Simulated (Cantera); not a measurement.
Cantera run, input and output.

```python
import numpy as np
import cantera as ct

gas = ct.Solution("gri30.yaml")
gas.TPX = 1750, 250000, {'CH4': 1, 'C2H6': 0.065, 'O2': 1.49, 'N2': 5.58}
reactor = ct.IdealGasReactor(gas, energy="on", clone=False)
net = ct.ReactorNet([reactor])
net.rtol, net.atol = 1e-08, 1e-16
show = ['CH4', 'C2H6', 'O2', 'H2O', 'O']
times = np.geomspace(5e-06, 6, 15)

steps = ct.SolutionArray(gas, extra=["t"])
rows = []
print(f"{'t/s':>10s}{'T/K':>9s}{'P/Pa':>11s}" + "".join(f"{s:>11s}" for s in show))
for t in times:
    while net.time < t:
        t_next = net.step()
        steps.append(gas.state, t=t_next)
    rows.append([np.interp(t, steps.t, y) for y in (steps.T, steps.P, *steps(*show).X.T)])
    print(f"{t:10.3e}{rows[-1][0]:9.1f}{rows[-1][1]:11.4g}" + "".join(f"{x:11.3e}" for x in rows[-1][2:]))
rate = np.gradient(steps.T, steps.t)
print("integrator steps:", len(steps.t))
if steps.T.max() > steps.T[0] + 200:
    print(f"time of steepest temperature rise: {steps.t[rate.argmax()]:.4e} s")
gas.TPX = 1750, 250000, {'CH4': 1, 'C2H6': 0.065, 'O2': 1.49, 'N2': 5.58}
gas.equilibrate("UV")
print(f"equilibrium (UV): T = {gas.T:.1f} K  " + "  ".join(f"{s} {gas[s].X[0]:.3e}" for s in show))
```

Result:

```
       t/s      T/K       P/Pa        CH4       C2H6         O2        H2O          O
 5.000e-06   1741.9  2.492e+05  1.218e-01  6.810e-03  1.823e-01  5.981e-04  5.124e-06
 1.359e-05   1763.8  2.533e+05  1.142e-01  5.324e-03  1.769e-01  5.938e-03  1.435e-05
 3.693e-05   3077.9   4.97e+05  2.088e-12  4.056e-24  3.522e-03  1.440e-01  4.420e-03
 1.004e-04   3092.1  4.985e+05  2.877e-12  6.801e-24  2.950e-03  1.448e-01  3.761e-03
 2.728e-04   3085.9  4.976e+05  3.013e-12  7.359e-24  2.770e-03  1.444e-01  3.579e-03
 7.415e-04   3085.6  4.975e+05  3.020e-12  7.389e-24  2.761e-03  1.444e-01  3.570e-03
 2.015e-03   3085.6  4.975e+05  3.020e-12  7.389e-24  2.761e-03  1.444e-01  3.570e-03
 5.477e-03   3085.6  4.975e+05  3.020e-12  7.389e-24  2.761e-03  1.444e-01  3.570e-03
 1.489e-02   3085.6  4.975e+05  3.020e-12  7.389e-24  2.761e-03  1.444e-01  3.570e-03
 4.046e-02   3085.6  4.975e+05  3.020e-12  7.389e-24  2.761e-03  1.444e-01  3.570e-03
 1.100e-01   3085.6  4.975e+05  3.020e-12  7.389e-24  2.761e-03  1.444e-01  3.570e-03
 2.989e-01   3085.6  4.975e+05  3.020e-12  7.389e-24  2.761e-03  1.444e-01  3.570e-03
 8.123e-01   3085.6  4.975e+05  3.020e-12  7.389e-24  2.761e-03  1.444e-01  3.570e-03
 2.208e+00   3085.6  4.975e+05  3.020e-12  7.389e-24  2.761e-03  1.444e-01  3.570e-03
 6.000e+00   3085.6  4.975e+05  3.020e-12  7.389e-24  2.761e-03  1.444e-01  3.570e-03
integrator steps: 1552
time of steepest temperature rise: 2.8758e-05 s
equilibrium (UV): T = 3085.6 K  CH4 3.589e-12  C2H6 1.021e-23  O2 2.761e-03  H2O 1.444e-01  O 3.570e-03
```

Detailed kinetics in Cantera: GRI-Mech 3.0 (53 species, 325 reactions). Above 3000 K some thermodynamic fits are extrapolated.
